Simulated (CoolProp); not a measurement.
Vapour-liquid equilibrium of R143a (1) + dimethyl ether (2) at 90 kPa; x and y are mole fractions of (1).

Model: multi-fluid Helmholtz-energy mixture model, Lemmon and Jacobsen 2000 and Wu 2011; pair parameters Bell 2016, in CoolProp.

```
x     bubble temperature, mixture model (K)  bubble temperature, Raoult's law (K)  y, mixture model  y, Raoult's law
----  -------------------------------------  ------------------------------------  ----------------  ---------------
0.05                                    ___                                 243.9             0.138            0.123
0.2                                   238.1                                 239.2               ___            0.406
0.35                                    ___                                 235.3               ___            0.601
0.5                                   230.9                                 231.9             0.734            0.741
0.65                                    ___                                 229.0               ___            0.844
0.8                                     ___                                 226.4             0.909            0.922
0.95                                  224.1                                 224.1             0.978            0.983
```

Question: What belongs in the gaps?

Answer: 
- 0.05, bubble temperature, mixture model (K): 243.4
- 0.2, y, mixture model: 0.426
- 0.35, bubble temperature, mixture model (K): 234.1
- 0.35, y, mixture model: 0.607
- 0.65, bubble temperature, mixture model (K): 228.3
- 0.65, y, mixture model: 0.830
- 0.8, bubble temperature, mixture model (K): 226.1

The largest gap from Raoult's law is -1.2 K in bubble temperature, at x = 0.35. No azeotrope shows between x = 0.05 and 0.95.

The pair parameters rest on a limited set of measurements; away from them the model extrapolates.
